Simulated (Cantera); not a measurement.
**Low-pressure radical oxidation in H2/O2**

An isothermal, constant-pressure homogeneous reactor starts with H₂ : O₂ : N₂ = 0.1 : 1 : 0.31 (molar parts), at 1250 K and 0.0180 bar.

Cantera simulation using GRI-Mech 3.0 (53 species, 325 reactions); the numbers are that mechanism's predictions, not measurements. Radical loss at walls, strong at low pressure, is not modelled. The temperature is held fixed by assumption; the heat of reaction is taken as removed at once.

```
t (s)         x H₂   x O₂    x N₂O      x OH       x H
--------  --------  -----  -------  --------  --------
4.00e-6     0.0709  0.709   <1e-12  3.32e-11  5.86e-10
2.32e-5     0.0709  0.709   <1e-12  8.53e-10   2.87e-9
0.000135    0.0709  0.709   <1e-12   1.82e-8   2.24e-8
0.000783    0.0707  0.709   <1e-12   6.88e-5   7.50e-5
0.00455    0.00173  0.663  2.92e-9   0.00484    0.0127
0.0264    0.000739  0.684  4.75e-9   0.00320   0.00319
0.153      5.31e-5  0.697  8.26e-9  0.000865   5.89e-5
0.890      2.39e-6  0.698  1.02e-8  0.000185   5.73e-7
5.17       2.00e-7  0.699  1.00e-8   5.39e-5   1.40e-8
30.0       3.20e-8  0.699  6.65e-9   2.16e-5  9.10e-10
```
x: mole fraction; the columns are a selection and need not sum to one.

Equilibrium at this temperature and pressure: H₂ 2.28e-8, O₂ 0.698, N₂O 1.37e-9, OH 1.82e-5, H 5.47e-10 (gas phase only).
